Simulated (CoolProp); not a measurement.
The fluid at 293.15 K and 16.6 MPa is throttled through a valve to 1.09 MPa with no heat exchange. The same conditions are run with several fluids, on thermodynamics alone (safety and materials aside).

Model: reference Helmholtz-energy equation of state of each fluid (methane: Setzmann 1991; C2F6 (R116): Lemmon 2006; carbon monoxide: Lemmon 2006; ethylene: Smukala 2000; fluorine: de Reuck 1990), in CoolProp.

| fluid | temperature change (K) | final phase | final density (kg/m³) |
|---|---|---|---|
| methane | -68.8 | gas | 9.87 |
| C2F6 (R116) | -38.7 | two-phase, vapour fraction 0.497 | 176 |
| carbon monoxide | -30.6 | gas | 14.1 |
| ethylene | -69.2 | two-phase, vapour fraction 0.501 | 38.1 |
| fluorine | -26.5 | gas | 18.8 |
